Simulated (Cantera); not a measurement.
A closed system holds: 1 mol Si, 0.29 mol O2, 23 mol N2, 4 mol N2O, at 7430 Torr.

Equilibrium computed with Cantera from the NASA thermochemical tables; the gas is ideal and each condensed phase is pure. Candidate condensed phases: Si, SiO2, Si2N2O, Si3N4; 16 gas species. The tables hold silica as quartz up to 1696 K and as liquid above; real silica turns to tridymite and cristobalite and melts near 1996 K. Kinetics and transport are ignored.

At 1773 K, list the 3 most abundant gas species with their mole fractions, and the condensed phases.

N2 0.953, O2 0.0446, NO 0.00192. Condensed: SiO2(condensed).
